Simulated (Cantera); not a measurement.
Input: 1 mol (CH₃)₂SiCl₂, 0.98 mol CH₄, 1.5 mol H₂, equilibrated at 1025 K and 53.0 mbar.

Cantera equilibrium calculation (NASA polynomials, part measured and part estimated; ideal gas, pure solids and liquids). Candidate condensed phases: C, C₆H₆, C₇H₈, C₈H₁₈, Si, SiC; 109 gas species. The feed counts by its element totals alone. The tables' values for SiCl₃ are old estimates; treat these amounts as uncertain. Kinetics and transport are ignored.

Problem. What is the equilibrium state?

Solution. 
```
Property                              Value
--------------------------------  ---------
x(H₂)                                 0.820
x(HCl)                                0.143
x(SiCl₄)                             0.0324
x(CH₄)                              0.00262
x(SiHCl₃)                           0.00160
x(SiCl₃)                           0.000183
x(SiCl₂)                            2.15e-5
x(SiH₂Cl₂)                          8.75e-6
n(C(graphite))                     2.21 mol
n(SiC(s))                         0.754 mol
gas amount                        7.196 mol
log10 activity of Si(s) (absent)      -3.32
```
